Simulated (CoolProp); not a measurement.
R21 along the isotherm -12.75 °C: Z from the reference equation and from simpler models built on Tc = 179.6 °C, pc = 5289 kPa, ω = 0.206; each cubic takes its own stable root.

Model: reference Helmholtz-energy equation of state, Platzer 1990, in CoolProp. This equation is an older, rougher fit; its heat capacities, sound speeds and derivatives of the liquid may be far off and weren't checked against measurements.

```tsv
p (kPa)	phase	reference
2940	liquid	0.09576
5880	liquid	0.1908
8810	liquid	0.2849
11800	liquid	0.3803
14700	liquid	0.4722
17600	liquid	0.5637
20600	liquid	0.6577
23500	liquid	0.7482
26400	liquid	0.8382
```

Problem. How far does each simpler model (van der Waals, Redlich-Kwong, Soave-Redlich-Kwong) lie from the reference over these 9 states: mean and median of the absolute difference, and the worst?

Solution. 
- van der Waals: mean 56.4 %, median 56.1 %, worst +59.4 % at -12.75 °C and 2940 kPa
- Redlich-Kwong: mean 7.9 %, median 7.9 %, worst +8.5 % at -12.75 °C and 2940 kPa
- Soave-Redlich-Kwong: mean 6.2 %, median 6.2 %, worst +6.4 % at -12.75 °C and 2940 kPa
